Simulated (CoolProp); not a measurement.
Vapour-liquid equilibrium of isobutane (1) + acetone (2) at 42.25 °C; x and y are mole fractions of (1).

The numbers come from the multi-fluid Helmholtz-energy mixture model, Bücker 2006 and Lemmon 2006; pair parameters Bell 2016 in CoolProp.

```csv
x,"bubble pressure, mixture model (kPa)","bubble pressure, Raoult's law (kPa)","y, mixture model","y, Raoult's law"
0.05,154.7,86.73,0.607,0.325
0.15,292.1,136.9,0.799,0.617
0.25,376.3,187.1,0.850,0.753
0.35,424.5,237.2,0.872,0.831
0.45,452.0,287.4,0.884,0.882
0.55,470.0,337.6,0.892,0.918
0.65,485.8,387.7,0.901,0.944
0.75,503.8,437.9,0.914,0.965
0.85,525.7,488.1,0.935,0.981
0.95,550.9,538.2,0.972,0.994
```

The largest gap from Raoult's law is +113.4 % in bubble pressure, at x = 0.15. No azeotrope shows between x = 0.05 and 0.95.

Pair parameters are fitted to limited data, so mixtures are less certain than the pure fluids. With so large a gap from Raoult's law the liquid may split in two, which this calculation doesn't test in full.
